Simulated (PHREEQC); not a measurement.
Dissolve 0.014 mol NaOH, 0.00015 mol Na2SiO3 and 0.21 mol K3PO4 per kg of water at 25 °C. Closed to the air; pH follows from the charge balance.

The numbers come from PHREEQC with the ion-association model, wateq4f.dat.

Problem. The ionic strength comes out as 1.22 mol/kgw. What activity coefficients do H3SiO4-, KHPO4-, PO4-3, OH-, HPO4-2 get?

Solution. H3SiO4- 0.59, KHPO4- 0.65, PO4-3 0.016, OH- 0.56, HPO4-2 0.16.

This is a speciation only: nothing precipitates in the calculation. Ionic strength above about 0.7 mol/kgw puts this run outside the model's range. H3PO4, which wateq4f.dat lacks, is added to it with the constant of phreeqc.dat.
